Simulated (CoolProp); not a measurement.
Aqueous calcium chloride as a coolant, at 20 °C, 1 atm.

The numbers come from the Melinder's fits for secondary coolants in CoolProp.

```
mass %  freezing point (°C)  cp (kJ/(kg K))  conductivity (W/(m K))  Prandtl number  viscosity (mPa s)
------  -------------------  --------------  ----------------------  --------------  -----------------
1.8                    -0.8           4.072                   0.596            7.19               1.05
4                      -1.8           3.943                   0.594            7.38               1.11
6.2                    -3.1             [?]                   0.591            7.57               1.17
8.4                    -4.5           3.697                   0.589            7.79               1.24
10.7                   -6.5             [?]                   0.586            8.08               1.33
12.9                   -8.6           3.453                   0.583            8.42               1.42
15.1                  -11.2             [?]                   0.581            8.87               1.54
17.3                  -14.1           3.232                   0.578             [?]                [?]
19.5                    [?]           3.132                   0.575            10.2               1.87
21.7                  -21.4           3.042                   0.572            11.1               2.08
```

Problem. Some entries are withheld; supply them.

Solution. 
- 6.2, cp (kJ/(kg K)): 3.819
- 10.7, cp (kJ/(kg K)): 3.570
- 15.1, cp (kJ/(kg K)): 3.339
- 17.3, Prandtl number: 9.44
- 17.3, viscosity (mPa s): 1.69
- 19.5, freezing point (°C): -17.4
